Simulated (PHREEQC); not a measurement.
# Acid mine or pickling water

Model water analysis in mg/L, 25 °C, pH 2.93, pe 10.1:

```tsv
constituent	mg/L
Na	135
K	104
Ca	19.7
Mg	13.4
Cl	68.2
S(6) as SO4	605
Cu(2)	18.6
B	0.338
Fe(3)	29.1
```

Valence states are taken as typed.

Computed with PHREEQC (ion-association model, phreeqc.dat).

Precipitation was switched off in this run.

Q: Estimate the ionic strength, charge-balance error.

A: ionic strength 0.0186 mol/kgw; charge-balance error -0.7 %.

Q: In which forms is Na present?

A: Na+ 99 %, NaSO4- 1.5 % of the Na.

Examples of supersaturated solids here: Jarosite-K, Hematite (slow to form). Others may be too. Complexes and solids missing from the database can't appear.
